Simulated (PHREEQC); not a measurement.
1 kg of water holding 0.13 mol/kgw NaCl meets 20 L of dry gas (H2 0.66, N2 0.34 by moles) at fixed total pressure, at 40 °C; fugacities by Peng-Robinson. The gases take part in no redox reaction, some water evaporates into the gas, and hydrates or a liquid gas phase aren't modelled. Precipitation was switched off in this run.

Model: ion-association model, phreeqc.dat, run in PHREEQC.

```tsv
P (atm)	dissolved H2 (mol/kgw)	φ of H2	p of H2 (atm)	dissolved N2 (mol/kgw)	φ of N2	p of N2 (atm)
2	0.000919	1.001	1.27	0.000356	1.000	0.655
5	0.00234	1.002	3.25	0.000906	0.999	1.68
10	0.00470	1.003	6.55	0.00181	0.998	3.37
20	0.00937	1.006	13.1	0.00359	0.997	6.77
30	0.0140	1.009	19.7	0.00532	0.995	10.2
40	0.0185	1.012	26.3	0.00702	0.994	13.6
50	0.0229	1.016	32.9	0.00867	0.993	17.0
75	0.0337	1.024	49.4	0.0126	0.992	25.5
100	0.0441	1.033	65.9	0.0164	0.993	34.0
150	0.0638	1.053	98.9	0.0233	0.998	51.0
200	0.0821	1.074	132	0.0297	1.008	68.0
300	0.115	1.120	198	0.0410	1.040	102
400	0.144	1.172	264	0.0509	1.086	136
```

Complexes and solids missing from the database can't appear. Constants without temperature data keep their 25 °C values here.
